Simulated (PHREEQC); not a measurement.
Reverse-osmosis permeate (model solution)

Model water analysis in mg/kgw, 25 °C, pH 5.65, pe -1.5:

```tsv
constituent	mg/kgw
Na	1.24
K	0.264
Ca	0.498
Mg	0.175
Cl	0.84
S(6) as SO4	0.328
Alkalinity as HCO3	4.24
Fe(2)	0.026
```

Valence states are taken as typed.

Computed with PHREEQC (ion-association model, phreeqc.dat).

No solid was allowed to form.

What charge-balance error does the model give?

charge-balance error 0.4 %.

In which forms is C present?

CO2 83 %, HCO3- 17 % of the C.
